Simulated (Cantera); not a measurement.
# Thermodynamics of roasting and sulfation, feed FeS2 + H2S + H2O + SO2

Feed: 1 mol FeS2, 0.11 mol H2S, 2.2 mol H2O, 3.7 mol SO2, at 1152 °C and 3750 Torr.

Equilibrium computed with Cantera from the NASA thermochemical tables; the gas is ideal and each condensed phase is pure. Candidate condensed phases: Fe, FeO, Fe(OH)2, Fe(OH)3, FeS, FeSO4, FeS2, Fe2O3, Fe2(SO4)3, Fe3O4, H2O, H2SO4, S; 22 gas species. FeS: taken at fixed stoichiometry. Equilibrium is a limit: real reactors are often held back by kinetics, nucleation or transport.

```
Item                                      Result
-------------------------------------  ---------
x(SO2)                                     0.566
x(H2O)                                     0.333
x(S2)                                     0.0695
x(H2S)                                    0.0165
x(S2O)                                   0.00774
x(H2)                                    0.00525
x(SO)                                    0.00133
x(SH)                                   0.000226
x(S)                                     1.92e-6
n(FeS(s))                              1.000 mol
gas amount                             6.509 mol
log10 activity of S(l) (absent)            -1.36
log10 activity of Fe(γ) (absent)           -2.41
log10 activity of Fe(OH)2(s) (absent)      -5.47
```
